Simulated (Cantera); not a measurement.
A closed system holds: 1 mol C, 0.047 mol NH3, equilibrated at 45.0 mbar.

Cantera equilibrium calculation (NASA polynomials, part measured and part estimated; ideal gas, pure solids and liquids). Candidate condensed phases: C, C6H6, C7H8, C8H18; 92 gas species. The numbers say what is thermodynamically allowed, not how fast it happens.

Over these rows the condensed part is C(graphite). Partial pressures as log10 of bar:

| T (K) | 1000/T (1/K) | log p C2H2 (acetylene) | log p H2 | log p N2 | log p H |
|---|---|---|---|---|---|
| 1800 | 0.5556 | -5.23 | -1.47 | -1.95 | -4.18 |
| 1950 | 0.5128 | ? | -1.48 | -1.95 | -3.68 |
| 2100 | 0.4762 | -4.32 | -1.48 | -1.96 | -3.25 |
| 2250 | 0.4444 | -3.97 | -1.49 | -1.97 | -2.88 |
| 2400 | 0.4167 | -3.67 | -1.51 | -1.98 | -2.56 |
| 2550 | 0.3922 | -3.43 | -1.55 | -2.01 | -2.28 |

Fit log p(C2H2 (acetylene)) = a + b·(1000/T) to the five rows, give the apparent enthalpy, and predict the row at 1950 K.

Means: 1000/T = 0.4570, log p = -4.124. Sxy = -0.178023, Sxx = 0.0160725, so b = -11.08 and a = -4.124 − (-11.08)×0.4570 = 0.94.
Apparent enthalpy: −19.145 × (-11.08) = 212 kJ/mol. With the condensed phases at unit activity, 2 C(graphite) + H2(g) = C2H2 (acetylene)(g) links this pressure to the main gases: over the six rows their terms move log p by -0.08 in all, so the slope is close to that reaction's ΔH°. The five rows lie within 0.02 of the line.
Prediction at 1950 K: 0.94 + (-11.08)×0.5128 = -4.74. The computed value is -4.74, 0.00 from the line.
